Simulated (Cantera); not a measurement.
Feed: 1 mol SiF₄, 0.77 mol O₃, 4.3 mol N₂, equilibrated at 83.0 Pa.

Cantera equilibrium calculation (NASA polynomials, part measured and part estimated; ideal gas, pure solids and liquids). Candidate condensed phases: Si, SiO₂, Si₂N₂O, Si₃N₄; 28 gas species. Equilibrium is a limit: real reactors are often held back by kinetics, nucleation or transport. All values below are at 798 K.

Base state: N₂ 0.666, O₂ 0.179, SiF₄ 0.155 (mole fractions); condensed: gas only.

Q: What changes in the equilibrium state with this change: SiF₄ replaced by Si₂H₆?

A: 
```
species              before  after
-------------------  ------  -----
N₂                    0.666  0.555
H₂                        0  0.445
O₂                    0.179  <1e-9
SiF₄                  0.155      0
SiO₂(α-quartz), mol       0  0.873
Si₂N₂O(s), mol            0  0.563
```
The feed counts by its element totals alone. N₂ is the only nitrogen source here; it is nearly inert below about 1500 K, so the nitride shown seldom forms there in practice. Further candidate phases: H₂O.
